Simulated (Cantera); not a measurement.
Feed: 1 mol C2H2, 0.1 mol NH3, 0.043 mol CO2, held at 1627 °C.

Cantera equilibrium calculation (NASA polynomials, part measured and part estimated; ideal gas, pure solids and liquids). Candidate condensed phases: C, C6H6, C7H8, C8H18, H2O; 136 gas species. The ideal-gas law is rough above about 30 bar. The numbers say what is thermodynamically allowed, not how fast it happens.

x: gas mole fraction; n: condensed amount in mol.

```
P (Pa)     x H2       x H    x CO     x CH4    x N2  n C(graphite)
--------  -----  --------  ------  --------  ------  -------------
10        0.825    0.0721  0.0645   3.82e-8  0.0366           1.95
100       0.871    0.0234  0.0661   4.26e-7  0.0375           1.95
1000      0.886   0.00747  0.0666   4.41e-6  0.0378           1.95
10000     0.891         …  0.0668         …  0.0379           1.95
100000    0.892  0.000749  0.0669  0.000447  0.0379           1.95
1000000   0.888         …  0.0671         …  0.0381           1.95
10000000  0.847   7.31e-5  0.0686    0.0404  0.0394           1.90
```

Task: Complete the blanks.

Result: 
- 1000000, x H: 0.000236
- 1000000, x CH4: 0.00443
- 10000, x H: 0.00237
- 10000, x CH4: 4.46e-5
